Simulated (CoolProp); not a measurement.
A simple Rankine cycle with R1224YDZ: condensing at 329.15 K, boiler at 1.12 MPa, turbine inlet 386.7 K, turbine efficiency 0.7, pump efficiency 0.6, no recuperator. Each further row changes one setting.

The numbers come from the reference Helmholtz-energy equation of state, Akasaka 2023 in CoolProp.

```json
[
 {"case": "as stated", "thermal efficiency (%)": "6.4", "net work (kJ/kg)": "12.2", "heat in (kJ/kg)": "189", "turbine exit temperature (K)": "[?]", "volume ratio over the turbine": "3.05"},
 {"case": "turbine inlet 406.7 K", "thermal efficiency (%)": "6.4", "net work (kJ/kg)": "[?]", "heat in (kJ/kg)": "[?]", "turbine exit temperature (K)": "382.2", "volume ratio over the turbine": "2.98"},
 {"case": "condensing temperature 321.15 K", "thermal efficiency (%)": "7.6", "net work (kJ/kg)": "15.0", "heat in (kJ/kg)": "199", "turbine exit temperature (K)": "356.1", "volume ratio over the turbine": "3.86"},
 {"case": "boiler pressure 0.784 MPa", "thermal efficiency (%)": "4.4", "net work (kJ/kg)": "8.66", "heat in (kJ/kg)": "[?]", "turbine exit temperature (K)": "371.1", "volume ratio over the turbine": "2.04"},
 {"case": "turbine efficiency 0.6", "thermal efficiency (%)": "[?]", "net work (kJ/kg)": "10.3", "heat in (kJ/kg)": "189", "turbine exit temperature (K)": "362.8", "volume ratio over the turbine": "3.08"}
]
```

Q: Fill in the missing entries.

A: 
- as stated, turbine exit temperature (K): 360.8
- turbine inlet 406.7 K, net work (kJ/kg): 13.4
- turbine inlet 406.7 K, heat in (kJ/kg): 210
- boiler pressure 0.784 MPa, heat in (kJ/kg): 195
- turbine efficiency 0.6, thermal efficiency (%): 5.4
